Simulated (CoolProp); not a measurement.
cis-2-butene at 298.15 K and 0.0509 MPa is compressed adiabatically to 0.358 MPa with isentropic efficiency 0.85. Each further row changes one setting.

Computed with CoolProp (reference Helmholtz-energy equation of state, Lemmon 2005). It is a short technical equation, of lower accuracy than the large ones.

| case | work (kJ/kg) | final temperature (K) | final density (kg/m³) |
|---|---|---|---|
| as stated | (withheld) | 371.4 | (withheld) |
| efficiency 1 | 92.3 | (withheld) | (withheld) |
| efficiency 0.65 | (withheld) | 389.7 | 6.48 |

**Question.** Some entries are withheld; supply them.

**Answer.** 
- as stated, work (kJ/kg): 109
- as stated, final density (kg/m³): 6.86
- efficiency 1, final temperature (K): 362.2
- efficiency 1, final density (kg/m³): 7.07
- efficiency 0.65, work (kJ/kg): 142
